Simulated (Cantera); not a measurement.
Charge: 1 mol Fe2O3, 0.56 mol CO, 16 mol H2, held at 0.0300 bar.

These are equilibrium values from Cantera (NASA tables, ideal gas, pure condensed phases), not measurements of a reactor. Candidate condensed phases: C, C6H6, C7H8, C8H18, Fe, Fe(CO)5, FeO, Fe(OH)2, Fe(OH)3, Fe2O3, Fe3O4, H2O; 114 gas species. Rates play no part.

What share of the Fe ends up in condensed phases as a function of T (K), at 1200, 1300, 1400, 1500, 1600, 1700, 1800, 1900, 2000, 2100, 2200, 2300, 2400, 2500?


```json
[
 {"T (K)": "1200", "Fe condensed (%)": "100.0", "as": "Fe(γ)"},
 {"T (K)": "1300", "Fe condensed (%)": "100.0", "as": "Fe(γ)"},
 {"T (K)": "1400", "Fe condensed (%)": "100.0", "as": "Fe(γ)"},
 {"T (K)": "1500", "Fe condensed (%)": "100.0", "as": "Fe(γ)"},
 {"T (K)": "1600", "Fe condensed (%)": "100.0", "as": "Fe(γ)"},
 {"T (K)": "1700", "Fe condensed (%)": "99.8", "as": "Fe(δ)"},
 {"T (K)": "1800", "Fe condensed (%)": "99.2", "as": "Fe(δ)"},
 {"T (K)": "1900", "Fe condensed (%)": "96.9", "as": "Fe(l)"},
 {"T (K)": "2000", "Fe condensed (%)": "89.7", "as": "Fe(l)"},
 {"T (K)": "2100", "Fe condensed (%)": "69.2", "as": "Fe(l)"},
 {"T (K)": "2200", "Fe condensed (%)": "13.5", "as": "Fe(l)"},
 {"T (K)": "2300", "Fe condensed (%)": "0.0", "as": "-"},
 {"T (K)": "2400", "Fe condensed (%)": "0.0", "as": "-"},
 {"T (K)": "2500", "Fe condensed (%)": "0.0", "as": "-"}
]
```
